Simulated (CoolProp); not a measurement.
A Linde-Hampson liquefier for ethane: isothermal reversible compression at 320 K from 1 atm to 5 MPa, throttling to 1 atm, return gas leaving the recuperator 2 K below the feed. Each further row changes one setting.

The numbers come from the reference Helmholtz-energy equation of state, Bücker 2006 in CoolProp.

```tsv
case	liquid yield per pass	compression work (kJ/kg of gas)
as stated	0.171	315
high pressure 10 MPa	0.430	338
warm-end temperature 350 K	0.108	354
warm-end gap 7 K	0.160	315
```
